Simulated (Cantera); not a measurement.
A Cantera script and what it prints.

```python
import numpy as np
import cantera as ct

gas_names = """
    C CO CO2 C2 C2O C3 C3O2 C4 C5 Cu CuO Cu2 O O2 O3
""".split()
cond_names = """
    C(gr) Cu(cr) Cu(L) CuO(s) Cu2O(s) Cu2O(L)
""".split()


# ... load() reads the species with a 1 bar reference pressure and builds the phases ...
atoms = {
    'CuO': {'Cu': 1, 'O': 1},
    'C': {'C': 1},
    'CO': {'C': 1, 'O': 1},
}
top_T = {'C(gr)': 4500, 'CuO(s)': 1390}  # K; cautious upper limits of use, not melting points


# ... equilibrate(T, P, feed) seeds the gas with the atoms and calls Mixture.equilibrate('TP', solver="vcs", rtol=1e-11, max_steps=5000) ...
results = []
feed = {'CuO': 1, 'C': 0.74, 'CO': 0.12}  # mol
P = 1333.22  # Pa
for T in [1423, 1523, 1623, 1723, 1823, 1923, 2023, 2123, 2223, 2323, 2423]:
    mix = equilibrate(T, P, feed)
    results.append((T, P, feed, dict(zip(mix.species_names, mix.species_moles))))
    x = sorted(zip(gas.X, gas.species_names), reverse=True)
    print(f"T = {T:g} K  P = {P:g} Pa  gas = {mix.phase_moles(0):.4g} mol")
    print("   x: " + "  ".join(f"{s} {v:.3e}" for v, s in x if v > 0.0001))
    print("   condensed (mol): " + ("  ".join(f"{mix.phase(i).name} {mix.phase_moles(i):.4g}"
          for i in range(1, mix.n_phases) if mix.phase_moles(i) > 1e-12) or "none"))
```

Result:

```
T = 1423 K  P = 1333.22 Pa  gas = 0.8601 mol
   x: CO 6.976e-01  CO2 3.023e-01  Cu 1.569e-04
   condensed (mol): Cu(L) 0.9999
T = 1523 K  P = 1333.22 Pa  gas = 0.8608 mol
   x: CO 6.970e-01  CO2 3.021e-01  Cu 9.032e-04
   condensed (mol): Cu(L) 0.9992
T = 1623 K  P = 1333.22 Pa  gas = 0.8636 mol
   x: CO 6.948e-01  CO2 3.011e-01  Cu 4.165e-03
   condensed (mol): Cu(L) 0.9964
T = 1723 K  P = 1333.22 Pa  gas = 0.874 mol
   x: CO 6.865e-01  CO2 2.975e-01  Cu 1.600e-02
   condensed (mol): Cu(L) 0.986
T = 1823 K  P = 1333.22 Pa  gas = 0.9081 mol
   x: CO 6.608e-01  CO2 2.863e-01  Cu 5.280e-02  Cu2 1.117e-04
   condensed (mol): Cu(L) 0.9519
T = 1923 K  P = 1333.22 Pa  gas = 1.016 mol
   x: CO 5.904e-01  CO2 2.558e-01  Cu 1.533e-01  Cu2 4.814e-04
   condensed (mol): Cu(L) 0.8433
T = 2023 K  P = 1333.22 Pa  gas = 1.435 mol
   x: CO 4.182e-01  Cu 3.989e-01  CO2 1.810e-01  Cu2 1.781e-03
   condensed (mol): Cu(L) 0.4222
T = 2123 K  P = 1333.22 Pa  gas = 1.857 mol
   x: Cu 5.347e-01  CO 3.237e-01  CO2 1.394e-01  Cu2 1.848e-03  O 1.831e-04  O2 1.684e-04
   condensed (mol): none
T = 2223 K  P = 1333.22 Pa  gas = 1.86 mol
   x: Cu 5.351e-01  CO 3.247e-01  CO2 1.376e-01  Cu2 1.121e-03  O 6.999e-04  O2 6.686e-04  CuO 1.405e-04
   condensed (mol): none
T = 2323 K  P = 1333.22 Pa  gas = 1.867 mol
   x: Cu 5.340e-01  CO 3.283e-01  CO2 1.323e-01  O 2.300e-03  O2 2.194e-03  Cu2 7.055e-04  CuO 2.352e-04
   condensed (mol): none
T = 2423 K  P = 1333.22 Pa  gas = 1.882 mol
   x: Cu 5.302e-01  CO 3.368e-01  CO2 1.203e-01  O 6.350e-03  O2 5.600e-03  Cu2 4.559e-04  CuO 3.477e-04
   condensed (mol): none
```

These are equilibrium values from Cantera (NASA tables, ideal gas, pure condensed phases), not measurements of a reactor.
